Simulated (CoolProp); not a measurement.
Computed with CoolProp (reference Helmholtz-energy equation of state, Leachman 2009).

Q: Give the vapour pressure (kPa), liquid density (kg/m³), vapour viscosity (µPa s), liquid conductivity (mW/(m K)) of saturated normal hydrogen at 24.4, 30.6 K.

A: 
```
T (K)  p (kPa)  liquid density (kg/m³)  vapour viscosity (µPa s)  liquid conductivity (mW/(m K))
-----  -------  ----------------------  ------------------------  ------------------------------
24.4       282                    65.6                      1.24                             103
30.6       885                    52.7                      1.80                            93.1
```

Viscosity comes from a separate model (Muzny 2013). Thermal conductivity comes from a separate model (Assael 2011).
